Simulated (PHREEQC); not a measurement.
MgCl2 is added in steps, without added water, to 1 kg of water holding 0.00028 mol Ca(HCO3)2, 0.00016 mol CO2 and 0.41 mol NaCl, at 90 °C. Oxygen alone is held at its pressure in air (log pO2 = -0.68). The system is closed to CO2. Only these solids could form: Calcite, Halite.

Base run: PHREEQC, ion-association model, phreeqc.dat. Each further column changes one thing. The table gives HCO3- (mol/kgw).

```
MgCl2 added (mol)      base  all activity coefficients set to 1  Davies equation for every ion
-----------------  --------  ----------------------------------  -----------------------------
0                  0.000497                            0.000438                       0.000494
0.06833            0.000358                            0.000183                       0.000355
0.1367             0.000280                            0.000116                       0.000261
0.205              0.000227                             8.48e-5                       0.000190
0.2733             0.000188                             6.69e-5                       0.000137
0.3417             0.000157                             5.52e-5                        9.73e-5
0.41               0.000133                             4.70e-5                        6.87e-5
0.4783             0.000113                             4.09e-5                        4.82e-5
0.5467              9.68e-5                             3.63e-5                        3.37e-5
0.615               8.32e-5                             3.25e-5                        2.35e-5
0.6833              7.18e-5                             2.95e-5                        1.64e-5
0.7517              6.22e-5                             2.70e-5                        1.15e-5
0.82                5.40e-5                             2.49e-5                        8.04e-6
```

The ionic strength passes 0.7 mol/kgw, the rough limit of the ion-association models, in part of: base; all activity coefficients set to 1; Davies equation for every ion. Constants without temperature data keep their 25 °C values here.
